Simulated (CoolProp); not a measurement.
Vapour-liquid equilibrium of R22 (1) + n-pentane (2) at 60.55 °C; x and y are mole fractions of (1).

Computed with CoolProp (multi-fluid Helmholtz-energy mixture model, Kamei 1995 and Thol 2019; pair parameters Bell 2016).

```tsv
x	bubble pressure (bar)	y at the bubble point	dew pressure at overall composition x (bar)	liquid density (mol/L)
0.05	3.772	0.422	2.297	8.239
0.2	8.142	0.741	2.732	8.689
0.35	11.75	0.830	3.361	9.166
0.5	14.70	0.875	4.353	9.675
0.65	17.35	0.908	6.147	10.23
0.8	20.09	0.941	10.27	10.85
0.95	23.32	0.983	20.82	11.59
```

No azeotrope shows between x = 0.05 and 0.95.

The pair parameters rest on a limited set of measurements; away from them the model extrapolates. The gap from Raoult's law changes sign with composition, which may be real or a fault of the pair parameters; it wasn't checked against measurements.
